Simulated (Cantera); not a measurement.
A perfectly stirred reactor is fed with NH3 : H2 = 1 : 7.2 (molar parts), at 33000 Pa; it is held at 2273 K, and followed from long to short residence time.

Computed with Cantera and the gas-phase N/H chemistry of the illustrative SiF4/NH3 mechanism in the Surface Chemkin manual (1991). Walls and surfaces, which speed up NH3 decomposition in real reactors, are not modelled.

x: mole fraction; the columns are a selection and need not sum to one.

```csv
τ (s),x NH3,x H2,x N2H4,x N2H2,x NH2,x N2,x N
0.97,0.000656,0.932,1.88e-11,6.46e-9,2.94e-5,0.0537,(withheld)
0.40,0.00123,0.933,5.36e-11,1.71e-8,4.96e-5,0.0534,(withheld)
0.16,0.00313,0.935,2.01e-10,5.26e-8,9.60e-5,0.0526,(withheld)
0.067,0.0102,0.934,8.57e-10,1.58e-7,0.000198,0.0495,(withheld)
0.027,0.0279,0.926,2.92e-9,3.95e-7,0.000365,0.0416,(withheld)
0.011,0.0546,0.912,6.80e-9,7.62e-7,0.000557,0.0296,6.23e-6
0.0046,0.0820,0.897,1.13e-8,1.13e-6,0.000717,0.0174,5.83e-6
0.0019,0.103,0.886,1.43e-8,1.34e-6,0.000808,0.00816,(withheld)
0.00076,0.114,0.880,1.43e-8,1.23e-6,0.000807,0.00292,(withheld)
0.00031,0.119,0.877,1.03e-8,7.68e-7,0.000686,0.000706,(withheld)
0.00013,0.121,0.877,4.17e-9,2.25e-7,0.000436,7.92e-5,(withheld)
```

### Question
Complete the blanks.

### Answer

- 0.97, x N: 6.65e-6
- 0.40, x N: 9.13e-6
- 0.16, x N: 1.01e-5
- 0.067, x N: 8.23e-6
- 0.027, x N: 6.82e-6
- 0.0019, x N: 5.29e-6
- 0.00076, x N: 4.24e-6
- 0.00031, x N: 2.40e-6
- 0.00013, x N: 6.09e-7
